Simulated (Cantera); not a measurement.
Input: 1 mol BN, 78 mol HCl, 0.7 mol N₂, equilibrated at 752 °C and 1.80 Torr.

Equilibrium computed with Cantera from the NASA thermochemical tables; the gas is ideal and each condensed phase is pure. Candidate condensed phases: B, BN, NH₄Cl; 21 gas species. Gases not in the tables: BHCl₂. Kinetics and transport are ignored.

Base state: HCl 0.963, H₂ 0.0138, N₂ 0.0135, BCl₃ 0.00923 (mole fractions); condensed: BN(s).

Problem. What changes in the equilibrium state with this change: temperature from 752 °C to 1175 °C?

Solution. 
```json
[
 {"species": "HCl", "before": "0.963", "after": "0.951"},
 {"species": "H₂", "before": "0.0138", "after": "0.0195"},
 {"species": "N₂", "before": "0.0135", "after": "0.0152"},
 {"species": "BCl₃", "before": "0.00923", "after": "0.0127"},
 {"species": "BCl₂", "before": "8.22e-9", "after": "3.16e-5"},
 {"species": "H", "before": "1.05e-8", "after": "2.64e-5"},
 {"species": "BN(s), mol", "before": "0.274", "after": "0"}
]
```
The tables' values for BCl₂ are old estimates; treat these amounts as uncertain.
